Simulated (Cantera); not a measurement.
A Cantera script and what it prints.

```python
import numpy as np
import cantera as ct

gas_names = """
    CL CL2 H HCL H2 N NH NH2 NH3 N2 N2H2 N2H4 Si SiCL SiCL2 SiCL3 SiCL4 SiH SiHCL3 SiH2 SiH2CL2 SiH3
    SiH3CL SiH4 SiN Si2 Si2N Si3
""".split()
cond_names = """
    NH4CL(a) NH4CL(b) Si(cr) Si(L) Si3N4(a)
""".split()


def load(file, names, dense=False):
    # The tables refer to 1 bar. Condensed volumes are neglected.
    table = {s.name: s for s in ct.Species.list_from_file(file)}
    out = []
    for n in names:
        d = dict(table[n].input_data)
        d["thermo"] = dict(d["thermo"], **{"reference-pressure": 1e5})
        if dense:
            d["equation-of-state"] = {"model": "constant-volume", "density": "1e6 g/cm^3"}
        out.append(ct.Species.from_dict(d))
    return out


gas = ct.Solution(thermo="ideal-gas", species=load("nasa_gas.yaml", gas_names))
cond = {s.name: ct.Solution(thermo="fixed-stoichiometry", species=[s], name=s.name)
        for s in load("nasa_condensed.yaml", cond_names, dense=True)}
atoms = {
    'SiCl4': {'Si': 1, 'CL': 4},
    'N2': {'N': 2},
    'H2': {'H': 2},
}
top_T = {'Si3N4(a)': 2400}  # K; cautious upper limits of use, not melting points


def equilibrate(T, P, feed):
    n = {}
    for name, mol in feed.items():
        for a, k in atoms[name].items():
            n[a] = n.get(a, 0.0) + k * mol
    gas.TPX = T, P, n
    mass = sum(n.values()) * gas.mean_molecular_weight
    gas.equilibrate("TP")
    valid = [c for c in cond.values() if c.min_temp <= T <= top_T.get(c.name, c.max_temp)]
    mix = ct.Mixture([(gas, mass / gas.mean_molecular_weight)] + [(c, 0.0) for c in valid])
    mix.T, mix.P = T, P
    mix.equilibrate("TP", solver="vcs", rtol=1e-11, max_steps=5000)
    return mix


results = []
feed = {'SiCl4': 1, 'N2': 4, 'H2': 0.63}  # mol
T = 1300  # K
P = 1900  # Pa
mix = equilibrate(T, P, feed)
results.append((T, P, feed, dict(zip(mix.species_names, mix.species_moles))))
x = sorted(zip(gas.X, gas.species_names), reverse=True)
print(f"T = {T:g} K  P = {P:g} Pa  gas = {mix.phase_moles(0):.4g} mol")
print("   x: " + "  ".join(f"{s} {v:.3e}" for v, s in x if v > 0.0001))
print("   condensed (mol): " + ("  ".join(f"{mix.phase(i).name} {mix.phase_moles(i):.4g}"
      for i in range(1, mix.n_phases) if mix.phase_moles(i) > 1e-12) or "none"))
```

Result:

```
T = 1300 K  P = 1900 Pa  gas = 5.765 mol
   x: N2 6.675e-01  HCL 1.793e-01  SiCL4 1.181e-01  H2 1.934e-02  SiCL3 1.009e-02  SiCL2 5.118e-03  SiHCL3 5.804e-04
   condensed (mol): Si3N4(a) 0.0761
```

Cantera equilibrium calculation (NASA polynomials, part measured and part estimated; ideal gas, pure solids and liquids). N2 is the only nitrogen source here; it is nearly inert below about 1500 K, so the nitride shown seldom forms there in practice. The tables' values for SiCl3 are old estimates; treat these amounts as uncertain.
